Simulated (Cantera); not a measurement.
A perfectly stirred reactor is fed with 15.9 % CH₄, 17.6 % O₂, 66.5 % N₂, equivalence ratio 1.8, at 5.40 bar; it is adiabatic with a 373 K inlet, and is followed from long to short residence time, starting on the burning branch (τ in s: 0.11, 0.042, 0.016, 0.0062, 0.0024, 0.0009, 0.00034, 0.00013, 5e-05).

Model: GRI-Mech 3.0 (53 species, 325 reactions), integrated in Cantera.

x: mole fraction; the columns are a selection and need not sum to one.

```json
[
 {"τ (s)": "0.11", "T (K)": "1806", "x CH₄": "0.00990", "x O₂": "0.000362", "x HCN": "[?]", "x CO": "0.0850", "x H₂O₂": "8.19e-9"},
 {"τ (s)": "0.042", "T (K)": "1817", "x CH₄": "0.0125", "x O₂": "0.000807", "x HCN": "[?]", "x CO": "0.0791", "x H₂O₂": "1.94e-8"},
 {"τ (s)": "0.016", "T (K)": "1822", "x CH₄": "0.0154", "x O₂": "0.00178", "x HCN": "[?]", "x CO": "0.0746", "x H₂O₂": "4.57e-8"},
 {"τ (s)": "0.0062", "T (K)": "1815", "x CH₄": "0.0187", "x O₂": "0.00385", "x HCN": "[?]", "x CO": "0.0721", "x H₂O₂": "1.08e-7"},
 {"τ (s)": "0.0024", "T (K)": "1780", "x CH₄": "0.0235", "x O₂": "0.00888", "x HCN": "[?]", "x CO": "0.0722", "x H₂O₂": "2.77e-7"},
 {"τ (s)": "0.00090", "T (K)": "373", "x CH₄": "0.159", "x O₂": "0.176", "x HCN": "<1e-12", "x CO": "<1e-12", "x H₂O₂": "<1e-12"},
 {"τ (s)": "0.00034", "T (K)": "373", "x CH₄": "0.159", "x O₂": "0.176", "x HCN": "<1e-12", "x CO": "<1e-12", "x H₂O₂": "<1e-12"},
 {"τ (s)": "0.00013", "T (K)": "373", "x CH₄": "0.159", "x O₂": "0.176", "x HCN": "<1e-12", "x CO": "<1e-12", "x H₂O₂": "<1e-12"},
 {"τ (s)": "5.0e-5", "T (K)": "373", "x CH₄": "0.159", "x O₂": "0.176", "x HCN": "<1e-12", "x CO": "<1e-12", "x H₂O₂": "<1e-12"}
]
```

**Question.** Some entries are withheld; supply them.

**Answer.** 
- 0.11, x HCN: 2.96e-6
- 0.042, x HCN: 3.70e-6
- 0.016, x HCN: 4.03e-6
- 0.0062, x HCN: 3.51e-6
- 0.0024, x HCN: 1.87e-6
